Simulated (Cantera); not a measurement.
A freely propagating, adiabatic, planar premixed flame of CH₄ : O₂ : N₂ : H₂O = 1 : 1.82 : 6.84 : 0.55 (molar parts), equivalence ratio 1.1, unburnt at 648 K and 1.00 bar; mixture-averaged transport, grid criteria slope 0.08 and curve 0.16, no radiation.

Detailed kinetics in Cantera: GRI-Mech 3.0 (53 species, 325 reactions). Burning velocities carry a grid error of a few per cent, more on coarse grids.

x: mole fraction of selected species; z is measured from the peak of heat release.

```json
[
 {"z (mm)": "-1.08", "T (K)": "648", "u (m/s)": "1.29", "x CH₄": "0.0978", "x O₂": "0.178", "x H₂O": "0.0538", "x CO": "3.49e-6", "x CH₃": "4.22e-8", "x N₂O": "<1e-8"},
 {"z (mm)": "-0.718", "T (K)": "650", "u (m/s)": "1.30", "x CH₄": "0.0974", "x O₂": "0.177", "x H₂O": "0.0540", "x CO": "3.92e-5", "x CH₃": "4.25e-7", "x N₂O": "<1e-8"},
 {"z (mm)": "-0.538", "T (K)": "658", "u (m/s)": "1.32", "x CH₄": "0.0965", "x O₂": "0.177", "x H₂O": "0.0551", "x CO": "0.000209", "x CH₃": "2.13e-6", "x N₂O": "<1e-8"},
 {"z (mm)": "-0.359", "T (K)": "711", "u (m/s)": "1.44", "x CH₄": "0.0922", "x O₂": "0.172", "x H₂O": "0.0618", "x CO": "0.00160", "x CH₃": "1.87e-5", "x N₂O": "<1e-8"},
 {"z (mm)": "-0.179", "T (K)": "1068", "u (m/s)": "2.19", "x CH₄": "0.0667", "x O₂": "0.142", "x H₂O": "0.101", "x CO": "0.0144", "x CH₃": "0.000528", "x N₂O": "<1e-8"},
 {"z (mm)": "-0.0897", "T (K)": "1457", "u (m/s)": "3.03", "x CH₄": "0.0369", "x O₂": "0.102", "x H₂O": "0.142", "x CO": "0.0328", "x CH₃": "0.00252", "x N₂O": "1.83e-8"},
 {"z (mm)": "0", "T (K)": "1822", "u (m/s)": "3.82", "x CH₄": "0.00917", "x O₂": "0.0548", "x H₂O": "0.183", "x CO": "0.0521", "x CH₃": "0.00283", "x N₂O": "3.86e-8"},
 {"z (mm)": "0.0897", "T (K)": "1981", "u (m/s)": "4.16", "x CH₄": "0.000760", "x O₂": "0.0268", "x H₂O": "0.202", "x CO": "0.0534", "x CH₃": "0.000452", "x N₂O": "5.82e-8"},
 {"z (mm)": "0.179", "T (K)": "2024", "u (m/s)": "4.23", "x CH₄": "3.20e-5", "x O₂": "0.0168", "x H₂O": "0.207", "x CO": "0.0457", "x CH₃": "2.28e-5", "x N₂O": "6.92e-8"},
 {"z (mm)": "0.359", "T (K)": "2066", "u (m/s)": "4.30", "x CH₄": "…", "x O₂": "…", "x H₂O": "0.207", "x CO": "…", "x CH₃": "…", "x N₂O": "7.08e-8"},
 {"z (mm)": "0.718", "T (K)": "2119", "u (m/s)": "4.39", "x CH₄": "<1e-8", "x O₂": "…", "x H₂O": "0.210", "x CO": "0.0329", "x CH₃": "<1e-8", "x N₂O": "6.88e-8"},
 {"z (mm)": "1.44", "T (K)": "2181", "u (m/s)": "4.50", "x CH₄": "<1e-8", "x O₂": "0.00739", "x H₂O": "0.215", "x CO": "0.0311", "x CH₃": "<1e-8", "x N₂O": "6.83e-8"},
 {"z (mm)": "2.87", "T (K)": "2242", "u (m/s)": "4.61", "x CH₄": "<1e-8", "x O₂": "0.00510", "x H₂O": "0.220", "x CO": "0.0291", "x CH₃": "<1e-8", "x N₂O": "6.76e-8"}
]
```

Problem. Complete the blanks.

Solution. 
- 0.359, x CH₄: 8.74e-8
- 0.359, x O₂: 0.0120
- 0.359, x CO: 0.0370
- 0.359, x CH₃: 7.03e-8
- 0.718, x O₂: 0.00962
